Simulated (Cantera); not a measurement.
Cantera run, input and output.

```python
import numpy as np
import cantera as ct

gas = ct.Solution("gri30.yaml")
gas.TPX = 1748, 31000, {'C2H6': 1, 'N2': 2.8}
reactor = ct.IdealGasConstPressureReactor(gas, energy="off", clone=False)
net = ct.ReactorNet([reactor])
net.rtol, net.atol = 1e-08, 1e-18
show = ['C2H6', 'H', 'CH2', 'C2H4', 'H2', 'HCN', 'CH3']
times = np.geomspace(1e-06, 200, 9)

steps = ct.SolutionArray(gas, extra=["t"])
rows = []
print(f"{'t/s':>10s}{'T/K':>9s}{'P/Pa':>11s}" + "".join(f"{s:>11s}" for s in show))
for t in times:
    while net.time < t:
        t_next = net.step()
        steps.append(gas.state, t=t_next)
    rows.append([np.interp(t, steps.t, y) for y in (steps.T, steps.P, *steps(*show).X.T)])
    print(f"{t:10.3e}{rows[-1][0]:9.1f}{rows[-1][1]:11.4g}" + "".join(f"{x:11.3e}" for x in rows[-1][2:]))
rate = np.gradient(steps.T, steps.t)
print("integrator steps:", len(steps.t))
if steps.T.max() > steps.T[0] + 200:
    print(f"time of steepest temperature rise: {steps.t[rate.argmax()]:.4e} s")
gas.TPX = 1748, 31000, {'C2H6': 1, 'N2': 2.8}
gas.equilibrate("TP")
print(f"equilibrium (TP): T = {gas.T:.1f} K  " + "  ".join(f"{s} {gas[s].X[0]:.3e}" for s in show))
```

Result:

```
       t/s      T/K       P/Pa       C2H6          H        CH2       C2H4         H2        HCN        CH3
 1.000e-06   1748.0    3.1e+04  2.591e-01  1.793e-05  1.053e-06  5.732e-05  6.825e-05  3.265e-12  5.649e-03
 1.091e-05   1748.0    3.1e+04  1.858e-01  5.991e-04  4.861e-05  3.101e-02  2.936e-02  2.064e-07  2.973e-02
 1.189e-04   1748.0    3.1e+04  3.326e-03  6.001e-04  9.801e-06  7.454e-02  1.857e-01  1.030e-06  5.643e-03
 1.297e-03   1748.0    3.1e+04  6.290e-05  1.382e-04  4.548e-07  1.075e-02  2.463e-01  1.036e-06  8.707e-04
 1.414e-02   1748.0    3.1e+04  3.075e-05  1.735e-04  3.717e-07  9.365e-04  2.837e-01  1.120e-06  6.327e-04
 1.542e-01   1748.0    3.1e+04  1.300e-06  2.292e-04  9.696e-08  6.036e-04  3.330e-01  1.651e-06  1.343e-04
 1.682e+00   1748.0    3.1e+04  1.124e-07  2.416e-04  2.424e-08  6.099e-04  3.417e-01  2.812e-06  3.183e-05
 1.834e+01   1748.0    3.1e+04  1.107e-07  2.416e-04  2.396e-08  6.099e-04  3.417e-01  1.434e-05  3.145e-05
 2.000e+02   1748.0    3.1e+04  1.107e-07  2.416e-04  2.395e-08  6.096e-04  3.417e-01  1.831e-04  3.145e-05
integrator steps: 1736
equilibrium (TP): T = 1748.0 K  C2H6 7.016e-08  H 2.418e-04  CH2 1.905e-08  C2H4 3.857e-04  H2 3.424e-01  HCN 1.270e-01  CH3 2.504e-05
```

Model: GRI-Mech 3.0 (53 species, 325 reactions), integrated in Cantera. GRI-Mech 3.0 stops at C3 and has no aromatics, soot or wall deposition, so with more carbon than oxygen in the feed, carbon stays in small species such as C2H2 where larger ones or solid carbon would form.
